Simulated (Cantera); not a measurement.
A closed system holds: 1 mol CaCO3, 0.3 mol H2, equilibrated at 0.000270 bar.

These are equilibrium values from Cantera (NASA tables, ideal gas, pure condensed phases), not measurements of a reactor. Candidate condensed phases: C, C6H6, C7H8, C8H18, Ca, CaCO3, CaO, Ca(OH)2, H2O; 115 gas species. Kinetics and transport are ignored. All values below are at 1025 K.

Base state: CO2 0.600, CO 0.169, H2O 0.169, H2 0.0617 (mole fractions); condensed: CaO(s).

Problem. What changes in the equilibrium state with this change: H2 from 0.3 to 0.16 mol?

Solution. 
```csv
species,before,after
CO2,0.600,0.747
H2O,0.169,0.115
CO,0.169,0.115
H2,0.0617,0.0229
"CaO(s), mol",1.00,1.00
```
